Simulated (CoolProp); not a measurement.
C2F6 (R116) along the isotherm -1.75 °C: Z from the reference equation and from simpler models built on Tc = 19.9 °C, pc = 30.48 bar, ω = 0.257; each cubic takes its own stable root.

Model: reference Helmholtz-energy equation of state, Lemmon 2006, in CoolProp. It is a short technical equation, of lower accuracy than the large ones.

```csv
p (bar),phase,reference
38.1,liquid,0.1923
76.2,liquid,0.3641
114,liquid,0.5255
152,liquid,0.6818
190,liquid,0.8336
229,liquid,0.9857
267,liquid,1.131
305,liquid,1.273
```

How far does each simpler model (van der Waals, Redlich-Kwong) lie from the reference over these 8 states: mean and median of the absolute difference, and the worst?


- van der Waals: mean 38.8 %, median 37.0 %, worst +49.0 % at -1.75 °C and 38.1 bar
- Redlich-Kwong: mean 5.3 %, median 3.9 %, worst +13.9 % at -1.75 °C and 38.1 bar
